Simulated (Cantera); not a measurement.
A perfectly stirred reactor is fed with CO : O₂ : H₂O : N₂ = 0.019 : 0.0089 : 0.012 : 1 (molar parts), equivalence ratio 1.1, at 100000 Pa; it is held at 1123 K, and followed from long to short residence time.

Cantera simulation using GRI-Mech 3.0 (53 species, 325 reactions); the numbers are that mechanism's predictions, not measurements.

Task: Predict: x(CO) at τ = 13.0 s; x(O₂) at τ = 13.0 s; x(H₂O) at τ = 13.0 s; x(H₂O₂) at τ = 13.0 s; x(H) at τ = 13.0 s; x(CO) at τ = 0.330 s; x(O₂) at τ = 0.330 s; x(H₂O) at τ = 0.330 s; x(H₂O₂) at τ = 0.330 s; x(H) at τ = 0.330 s.

Result: 
```json
{
  "x(CO) at τ = 13.0 s": "0.000799",
  "x(O₂) at τ = 13.0 s": "2.00e-5",
  "x(H₂O) at τ = 13.0 s": "0.0112",
  "x(H₂O₂) at τ = 13.0 s": "4.72e-9",
  "x(H) at τ = 13.0 s": "2.79e-5",
  "x(CO) at τ = 0.330 s": "0.00148",
  "x(O₂) at τ = 0.330 s": "0.000327",
  "x(H₂O) at τ = 0.330 s": "0.0113",
  "x(H₂O₂) at τ = 0.330 s": "4.23e-8",
  "x(H) at τ = 0.330 s": "0.000102"
}
```
